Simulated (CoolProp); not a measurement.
Vapour-liquid equilibrium of propane (1) + benzene (2) at 65.75 °C; x and y are mole fractions of (1).

The numbers come from the multi-fluid Helmholtz-energy mixture model, Lemmon 2009 and Thol 2012; pair parameters Bell 2016 in CoolProp.

| x | bubble pressure (MPa) | y at the bubble point | dew pressure at overall composition x (MPa) | liquid density (mol/L) |
|---|---|---|---|---|
| 0.05 | … | 0.731 | 0.06716 | 10.65 |
| 0.15 | 0.5358 | 0.881 | … | 10.70 |
| 0.25 | 0.7804 | 0.919 | 0.08521 | 10.74 |
| 0.35 | 0.9911 | 0.938 | 0.09840 | … |
| 0.45 | 1.181 | 0.950 | 0.1164 | 10.75 |
| 0.55 | 1.363 | 0.959 | 0.1423 | 10.71 |
| 0.65 | 1.545 | 0.967 | 0.1831 | … |
| 0.75 | … | 0.975 | 0.2566 | 10.46 |
| 0.85 | 1.954 | 0.983 | 0.4274 | 10.20 |
| 0.95 | 2.216 | 0.993 | 1.181 | 9.750 |

Problem. What belongs in the gaps?

Solution. 
- 0.05, bubble pressure (MPa): 0.2389
- 0.15, dew pressure at overall composition x (MPa): 0.07513
- 0.35, liquid density (mol/L): 10.76
- 0.65, liquid density (mol/L): 10.62
- 0.75, bubble pressure (MPa): 1.737

No azeotrope shows between x = 0.05 and 0.95.

Pair parameters are fitted to limited data, so mixtures are less certain than the pure fluids. The gap from Raoult's law changes sign with composition, which may be real or a fault of the pair parameters; it wasn't checked against measurements.
